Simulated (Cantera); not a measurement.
Cantera run, input and output.

```python
import numpy as np
import cantera as ct

gas = ct.Solution("h2o2.yaml")
gas.TPX = 948, 2666, {'H2': 0.079, 'O2': 1}
reactor = ct.IdealGasConstPressureReactor(gas, energy="off", clone=False)
net = ct.ReactorNet([reactor])
net.rtol, net.atol = 1e-08, 1e-18
show = ['H2', 'O2', 'O', 'H', 'OH']
times = np.geomspace(1e-05, 50, 15)

steps = ct.SolutionArray(gas, extra=["t"])
rows = []
print(f"{'t/s':>10s}{'T/K':>9s}{'P/Pa':>11s}" + "".join(f"{s:>11s}" for s in show))
for t in times:
    while net.time < t:
        t_next = net.step()
        steps.append(gas.state, t=t_next)
    rows.append([np.interp(t, steps.t, y) for y in (steps.T, steps.P, *steps(*show).X.T)])
    print(f"{t:10.3e}{rows[-1][0]:9.1f}{rows[-1][1]:11.4g}" + "".join(f"{x:11.3e}" for x in rows[-1][2:]))
rate = np.gradient(steps.T, steps.t)
print("integrator steps:", len(steps.t))
if steps.T.max() > steps.T[0] + 200:
    print(f"time of steepest temperature rise: {steps.t[rate.argmax()]:.4e} s")
gas.TPX = 948, 2666, {'H2': 0.079, 'O2': 1}
gas.equilibrate("TP")
print(f"equilibrium (TP): T = {gas.T:.1f} K  " + "  ".join(f"{s} {gas[s].X[0]:.3e}" for s in show))
```

Result:

```
       t/s      T/K       P/Pa         H2         O2          O          H         OH
 1.000e-05    948.0       2666  7.322e-02  9.268e-01  1.387e-13  2.800e-12  1.302e-13
 3.010e-05    948.0       2666  7.322e-02  9.268e-01  1.164e-12  7.889e-12  9.713e-13
 9.057e-05    948.0       2666  7.322e-02  9.268e-01  9.143e-12  2.244e-11  5.815e-12
 2.726e-04    948.0       2666  7.322e-02  9.268e-01  7.811e-11  9.269e-11  3.539e-11
 8.203e-04    948.0       2666  7.322e-02  9.268e-01  2.172e-09  2.030e-09  8.680e-10
 2.469e-03    948.0       2666  7.317e-02  9.268e-01  1.523e-05  1.411e-05  6.073e-06
 7.430e-03    948.0       2666  2.400e-03  9.161e-01  5.978e-03  3.516e-03  1.420e-03
 2.236e-02    948.0       2666  2.062e-04  9.234e-01  4.874e-04  4.262e-05  2.141e-04
 6.730e-02    948.0       2666  3.153e-05  9.239e-01  5.685e-05  1.582e-06  6.750e-05
 2.025e-01    948.0       2666  4.555e-06  9.240e-01  8.171e-06  8.835e-08  2.629e-05
 6.095e-01    948.0       2666  4.788e-07  9.240e-01  1.419e-06  6.403e-09  1.119e-05
 1.834e+00    948.0       2666  3.713e-08  9.240e-01  3.025e-07  6.197e-10  5.178e-06
 5.520e+00    948.0       2666  4.646e-09  9.240e-01  7.773e-08  7.994e-11  2.614e-06
 1.661e+01    948.0       2666  1.125e-09  9.240e-01  2.242e-08  1.234e-11  1.399e-06
 5.000e+01    948.0       2666  3.217e-10  9.240e-01  6.864e-09  2.085e-12  7.727e-07
integrator steps: 1720
equilibrium (TP): T = 948.0 K  H2 8.312e-12  O2 9.240e-01  O 1.760e-10  H 9.319e-15  OH 1.234e-07
```

Computed with Cantera and the H2/O2 subset of GRI-Mech 3.0, which has no nitrogen chemistry. Radical loss at walls, strong at low pressure, is not modelled. Below about 950 K walls govern HO2 and H2O2 in real vessels. The temperature is held fixed by assumption; the heat of reaction is taken as removed at once.
